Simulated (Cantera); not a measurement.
Cantera run, input and output.

```python
import numpy as np
import cantera as ct

gas = ct.Solution("gri30.yaml")
gas.TPX = 1675, 310, {'C2H6': 1, 'N2': 100}
reactor = ct.IdealGasConstPressureReactor(gas, energy="off", clone=False)
net = ct.ReactorNet([reactor])
net.rtol, net.atol = 1e-08, 1e-18
show = ['C2H6', 'H2', 'C2H4', 'H', 'CH2', 'CH4']
times = np.geomspace(1e-06, 7, 14)

steps = ct.SolutionArray(gas, extra=["t"])
rows = []
print(f"{'t/s':>10s}{'T/K':>9s}{'P/Pa':>11s}" + "".join(f"{s:>11s}" for s in show))
for t in times:
    while net.time < t:
        t_next = net.step()
        steps.append(gas.state, t=t_next)
    rows.append([np.interp(t, steps.t, y) for y in (steps.T, steps.P, *steps(*show).X.T)])
    print(f"{t:10.3e}{rows[-1][0]:9.1f}{rows[-1][1]:11.4g}" + "".join(f"{x:11.3e}" for x in rows[-1][2:]))
rate = np.gradient(steps.T, steps.t)
print("integrator steps:", len(steps.t))
if steps.T.max() > steps.T[0] + 200:
    print(f"time of steepest temperature rise: {steps.t[rate.argmax()]:.4e} s")
gas.TPX = 1675, 310, {'C2H6': 1, 'N2': 100}
gas.equilibrate("TP")
print(f"equilibrium (TP): T = {gas.T:.1f} K  " + "  ".join(f"{s} {gas[s].X[0]:.3e}" for s in show))
```

Result:

```
       t/s      T/K       P/Pa       C2H6         H2       C2H4          H        CH2        CH4
 1.000e-06   1675.0        310  9.899e-03  2.605e-12  3.779e-12  1.464e-09  2.962e-15  4.074e-11
 3.362e-06   1675.0        310  9.895e-03  2.926e-11  4.415e-11  4.933e-09  1.150e-13  4.570e-10
 1.130e-05   1675.0        310  9.882e-03  3.327e-10  5.644e-10  1.682e-08  5.206e-12  5.154e-09
 3.799e-05   1675.0        310  9.836e-03  3.974e-09  8.845e-09  6.301e-08  2.324e-10  5.807e-08
 1.277e-04   1675.0        310  9.685e-03  6.792e-08  1.927e-07  4.126e-07  9.385e-09  6.528e-07
 4.293e-04   1675.0        310  9.185e-03  3.015e-06  5.961e-06  7.249e-06  3.422e-07  7.218e-06
 1.443e-03   1675.0        310  7.492e-03  1.999e-04  2.545e-04  1.533e-04  8.579e-06  7.438e-05
 4.851e-03   1675.0        310  2.158e-03  3.802e-03  3.257e-03  8.122e-04  3.825e-05  5.967e-04
 1.631e-02   1675.0        310  1.032e-05  1.288e-02  2.504e-03  8.904e-04  2.356e-05  1.276e-03
 5.482e-02   1675.0        310  4.089e-07  1.695e-02  4.046e-04  4.166e-04  6.064e-06  9.689e-04
 1.843e-01   1675.0        310  8.641e-08  1.805e-02  3.992e-05  2.478e-04  1.956e-06  6.929e-04
 6.194e-01   1675.0        310  2.165e-08  1.852e-02  8.606e-06  1.667e-04  6.908e-07  4.845e-04
 2.082e+00   1675.0        310  5.674e-09  1.884e-02  2.337e-06  1.272e-04  2.726e-07  3.155e-04
 7.000e+00   1675.0        310  1.411e-09  1.909e-02  6.091e-07  1.202e-04  1.298e-07  1.662e-04
integrator steps: 989
equilibrium (TP): T = 1675.0 K  C2H6 5.414e-16  H2 1.927e-02  C2H4 3.457e-09  H 2.915e-04  CH2 1.906e-10  CH4 4.076e-08
```

Model: GRI-Mech 3.0 (53 species, 325 reactions), integrated in Cantera. GRI-Mech 3.0 stops at C3 and has no aromatics, soot or wall deposition, so with more carbon than oxygen in the feed, carbon stays in small species such as C2H2 where larger ones or solid carbon would form. Radical loss at walls, strong at low pressure, is not modelled.
